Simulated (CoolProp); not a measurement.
200 sccm (0 °C, 1 atm) of nitrogen bubbles through liquid n-octane at 330.9 K and leaves saturated at a total pressure of 0.15 MPa (ideal gas phase). Each further row changes one setting.

The numbers come from the reference Helmholtz-energy equation of state, Beckmüller 2019 in CoolProp.

```
case                      vapour pressure (kPa)  mole fraction of vapour  delivery (mg/min)  delivery (sccm)  change of delivery for a bath 1 K warmer (%)
------------------------  ---------------------  -----------------------  -----------------  ---------------  --------------------------------------------
as stated                                  9.52                   0.0635               69.1             13.6                                           4.8
bath temperature 335.9 K                   11.8                   0.0786               87.0             17.1                                           4.7
total pressure 0.3 MPa                     9.52                   0.0317               33.4             6.55                                           4.6
```
